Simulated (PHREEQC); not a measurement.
Solution (65 °C): 0.0056 mol Fe2(SO4)3, 0.0014 mol Cd(NO3)2, 0.064 mol Mg(NO3)2 and 0.019 mol Zn(NO3)2 per kg of water. Closed to the air; pH follows from the charge balance.

All values are PHREEQC results (ion-association model, phreeqc.dat), not measurements.

No solid was allowed to form.

**Question.** Predict the pH, density.

**Answer.** pH 2.32; density 0.992 g/cm³.

**Question.** In which forms is Fe present?

**Answer.** FeOH+2 37 %, FeSO4+ 24 %, Fe2(OH)2+4 23 %, Fe+3 8.6 %, Fe(OH)2+ 3.3 %, Fe3(OH)4+5 1.5 % of the Fe.

Examples of supersaturated solids here: Hematite (slow to form), Goethite (slow to form). Others may be too. Complexes and solids missing from the database can't appear. Away from 25 °C the constants follow the database's enthalpies or fits; those with neither stay at their 25 °C values.
